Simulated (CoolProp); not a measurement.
Properties of R134a along the isotherm 181.85 °C (Tc = 101.1 °C, pc = 4059 kPa, ω = 0.327).

Model: reference Helmholtz-energy equation of state, Tillner-Roth 1994, in CoolProp.

```
p (kPa)          phase  density (kg/m³)
-------  -------------  ---------------
1450               gas            41.72
2900               gas            89.66
4350     supercritical            145.7
5800     supercritical            211.7
7250     supercritical            288.9
8700     supercritical            374.6
10100    supercritical            457.9
11600    supercritical            537.8
13000    supercritical            599.8
14500    supercritical            653.9
15900    supercritical            695.4
17400    supercritical            732.7
18800    supercritical            762.5
20300    supercritical            790.2
```
